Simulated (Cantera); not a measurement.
Input: 1 mol CaCO3, 0.013 mol CO2, held at 1500 K and 0.670 bar.

Method: chemical equilibrium by Gibbs-energy minimisation in Cantera with the NASA 1993 tables (ideal gas, pure condensed phases). Candidate condensed phases: C, Ca, CaCO3, CaO; 15 gas species. The numbers say what is thermodynamically allowed, not how fast it happens.

Base state: CO2 0.999, CO 0.000415, O2 0.000207 (mole fractions); condensed: CaO(s).

Question: What changes in the equilibrium state with this change: temperature from 1500 K to 1100 K?

Answer: 
```
species                before    after
-------------------  --------  -------
CO2                     0.999    1.000
CO                   0.000415  1.75e-6
O2                   0.000207  8.72e-7
CaO(s), mol              1.00        0
CaCO3(calcite), mol         0     1.00
```
